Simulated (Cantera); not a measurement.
Input: 1 mol SiCl₄, 0.79 mol HCl, 12 mol H₂, equilibrated at 320000 Pa.

Cantera equilibrium calculation (NASA polynomials, part measured and part estimated; ideal gas, pure solids and liquids). Candidate condensed phases: Si; 19 gas species. The tables' values for SiCl₃ are old estimates; treat these amounts as uncertain. Rates play no part. All values below are at 1273 K.

Base state: H₂ 0.843, HCl 0.0842, SiCl₄ 0.0477, SiHCl₃ 0.0191, SiCl₃ 0.00314, SiCl₂ 0.00136, SiH₂Cl₂ 0.00106, SiH₃Cl 1.63e-5 (mole fractions); condensed: gas only.

What changes in the equilibrium state with this change: SiCl₄ replaced by Si?


| species | before | after |
|---|---|---|
| H₂ | 0.843 | 0.964 |
| HCl | 0.0842 | 0.0234 |
| SiHCl₃ | 0.0191 | 0.00569 |
| SiCl₄ | 0.0477 | 0.00345 |
| SiH₃Cl | 1.63e-5 | 8.28e-5 |
| SiCl₃ | 0.00314 | 0.000877 |
| SiH₂Cl₂ | 0.00106 | 0.00130 |
| SiCl₂ | 0.00136 | 0.00146 |
| Si(s), mol | 0 | 0.837 |
